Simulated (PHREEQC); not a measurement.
Dissolve 5.4 mmol/kgw CuCl2, 1.4 mmol/kgw HCl and 0.19 mmol/kgw FeCl3 at 10 °C. It is in equilibrium with CO2 at log p = -3.4 (atm). Otherwise closed; pH follows from the charge balance.

Equilibrium calculation in PHREEQC: ion-association model, phreeqc.dat.

Each row changes one thing in this solution. Precipitation was switched off in this run.

```tsv
case	pH	CuCl+ (mol/kgw)	CuCl2 (mol/kgw)	CuOH+ (mol/kgw)	CuHCO3+ (mol/kgw)	HCO3- (mol/kgw)
as made	2.87	5.16e-5	2.27e-7	2.76e-8	1.02e-8	6.18e-9
diluted 5-fold with water	3.51	2.66e-6	2.70e-9	2.92e-8	1.08e-8	2.56e-8
CuCl2 from 0.0054 to 0.00594 mol/kgw	2.87	6.05e-5	2.85e-7	3.01e-8	1.11e-8	6.23e-9
FeCl3 left out	2.90	4.98e-5	2.10e-7	3.00e-8	1.10e-8	6.63e-9
temperature from 10 to 45 °C	2.84	0.000259	1.60e-6	2.46e-8	5.39e-9	3.48e-9
HCl from 0.0014 to 0.0028 mol/kgw	2.59	5.63e-5	2.72e-7	1.44e-8	5.31e-9	3.27e-9
```

Some of these states are supersaturated (in Hematite (slow to form), Goethite (slow to form), for instance). At this temperature some constants are extrapolated from 25 °C, and those without enthalpy data are left unchanged.
